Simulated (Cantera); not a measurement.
An isothermal, constant-pressure homogeneous reactor starts with NH3 : N2 = 1 : 0.31 (molar parts), at 1725 K and 42000 Pa. Integrator tolerance rtol = 1e-08.

Detailed kinetics in Cantera: the gas-phase N/H chemistry of the illustrative SiF4/NH3 mechanism in the Surface Chemkin manual (1991). Walls and surfaces, which speed up NH3 decomposition in real reactors, are not modelled.

### Question
What does this change do: temperature 1725 to 1325 K?

### Answer
```tsv
quantity	before	after
x(NH3) at 70.0 s	0.00226 (gas-phase equilibrium 4.43e-6)	0.723 (gas-phase equilibrium 1.44e-5)
x(NH) at 70.0 s	4.04e-8 (gas-phase equilibrium 8.15e-11)	7.42e-9 (gas-phase equilibrium <1e-12)
x(N) at 70.0 s	4.05e-9 (gas-phase equilibrium 8.27e-12)	7.78e-11 (gas-phase equilibrium <1e-12)
x(N2) at 70.0 s	0.350 (gas-phase equilibrium 0.351)	0.243 (gas-phase equilibrium 0.351)
x(N2H4) at 70.0 s	1.10e-11 (gas-phase equilibrium <1e-12)	5.78e-8 (gas-phase equilibrium <1e-12)
x(H2) at 70.0 s	0.647 (gas-phase equilibrium 0.649)	0.0339 (gas-phase equilibrium 0.649)
x(N2H2) at 70.0 s	1.15e-10 (gas-phase equilibrium <1e-12)	9.07e-8 (gas-phase equilibrium <1e-12)
```
